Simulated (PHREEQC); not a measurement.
Ultrapure water in contact with air or piping: speciation

A made-up water analysis in mg/L, 20 °C, pH 6.11, pe -1:

```json
[
 {"constituent": "Na", "mg/L": "0.18"},
 {"constituent": "K", "mg/L": "0.00278"},
 {"constituent": "Ca", "mg/L": "0.199"},
 {"constituent": "Mg", "mg/L": "0.076"},
 {"constituent": "Cl", "mg/L": "0.0241"},
 {"constituent": "S(6) as SO4", "mg/L": "0.533"},
 {"constituent": "Alkalinity as HCO3", "mg/L": "0.734"},
 {"constituent": "N(-3) as NH4", "mg/L": "0.0101"}
]
```

Valence states are taken as typed.

Equilibrium calculation in PHREEQC: ion-association model, phreeqc.dat.

```yaml
ionic_strength: 3.86e-5 mol/kgw
charge_balance_error: 1.7 %
```

| species | molality | activity | log γ |
|---|---|---|---|
| CO2 | 2.38e-5 | 2.38e-5 | 0.000 |
| HCO3- | 1.28e-5 | 1.27e-5 | -0.003 |
| Na+ | 7.83e-6 | 7.77e-6 | -0.003 |
| SO4-2 | 5.54e-6 | 5.38e-6 | -0.012 |
| Ca+2 | 4.96e-6 | 4.82e-6 | -0.012 |
| Mg+2 | 3.12e-6 | 3.03e-6 | -0.012 |
| H+ | 7.82e-7 | 7.76e-7 | -0.003 |
| Cl- | 6.80e-7 | 6.75e-7 | -0.003 |
| NH4+ | 5.60e-7 | 5.56e-7 | -0.003 |
| K+ | 7.11e-8 | 7.06e-8 | -0.003 |
| OH- | 8.88e-9 | 8.82e-9 | -0.003 |

No solid was allowed to form.
